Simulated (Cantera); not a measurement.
**Low-pressure radical oxidation in H2/O2**

An isothermal, constant-pressure homogeneous reactor starts with 0.412 % H2, 77.8 % O2, 21.8 % N2, equivalence ratio 0.0027, at 1100 K and 1200 Pa.

Detailed kinetics in Cantera: the H2/O2 subset of GRI-Mech 3.0, which has no nitrogen chemistry. Radical loss at walls, strong at low pressure, is not modelled.

```tsv
t (s)	x H2	x O2	x H2O2	x OH	x O	x H2O
4.00e-5	0.00412	0.778	<1e-12	2.38e-12	2.40e-12	<1e-12
0.000129	0.00412	0.778	<1e-12	1.88e-11	1.93e-11	<1e-12
0.000418	0.00412	0.778	<1e-12	1.06e-10	1.16e-10	1.75e-11
0.00135	0.00412	0.778	<1e-12	5.00e-10	6.40e-10	2.75e-10
0.00437	0.00412	0.778	<1e-12	4.39e-9	6.74e-9	5.85e-9
0.0141	0.00412	0.778	6.15e-12	1.04e-6	1.66e-6	1.78e-6
0.0457	5.05e-5	0.774	1.44e-8	0.000320	0.00324	0.00383
0.148	7.52e-6	0.775	7.25e-9	0.000198	0.00244	0.00398
0.478	3.43e-6	0.777	6.80e-9	0.000134	0.00111	0.00405
1.55	7.97e-7	0.777	5.24e-9	6.53e-5	0.000260	0.00410
5.00	1.15e-7	0.778	2.45e-9	2.52e-5	3.83e-5	0.00412
```
x: mole fraction; the columns are a selection and need not sum to one.

Equilibrium at this temperature and pressure: H2 5.67e-11, O2 0.778, H2O2 3.61e-12, OH 5.81e-7, O 2.02e-8, H2O 0.00413 (gas phase only).
